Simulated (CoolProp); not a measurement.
Vapour-liquid equilibrium of isobutene (1) + acetone (2) at 706 kPa; x and y are mole fractions of (1).

Values from CoolProp's multi-fluid Helmholtz-energy mixture model, Lemmon 2005 and Lemmon 2006; pair parameters Bell 2016.

| x | bubble temperature (K) | y at the bubble point | dew temperature at overall composition x (K) | liquid density (mol/L) |
|---|---|---|---|---|
| 0.05 | 388.7 | 0.233 | 397.7 | 11.38 |
| 0.125 | 374.5 | 0.476 | 394.2 | 11.43 |
| 0.2 | 363.7 | 0.623 | 390.5 | 11.40 |
| 0.275 | 355.8 | 0.713 | 386.5 | 11.30 |
| 0.35 | 350.0 | 0.770 | 382.3 | 11.16 |
| 0.425 | 345.8 | 0.809 | 377.8 | 11.00 |
| 0.5 | 342.6 | 0.837 | 372.9 | 10.82 |
| 0.575 | 340.0 | 0.860 | 367.5 | 10.63 |
| 0.65 | 337.8 | 0.881 | 361.4 | 10.45 |
| 0.725 | 335.8 | 0.901 | 354.6 | 10.27 |
| 0.8 | 333.9 | 0.922 | 346.8 | 10.11 |
| 0.875 | 332.0 | 0.947 | 338.4 | 9.959 |
| 0.95 | 330.2 | 0.976 | 331.8 | 9.828 |

No azeotrope shows between x = 0.05 and 0.95.

Pair parameters are fitted to limited data, so mixtures are less certain than the pure fluids.
